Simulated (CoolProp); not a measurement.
Computed with CoolProp (reference Helmholtz-energy equation of state, McLinden 2015).

Task: For the fluoroketone C6F12O (FK-5-1-12), give the phase and the Z, speed of sound (m/s), Joule-Thomson coefficient (K/MPa), isothermal compressibility (1/MPa) at 78.15 °C and 1.09 MPa.

Result: 
- 78.15 °C and 1.09 MPa: liquid; Z 0.0822, speed of sound 352, Joule-Thomson coefficient -0.0648, isothermal compressibility 0.00700
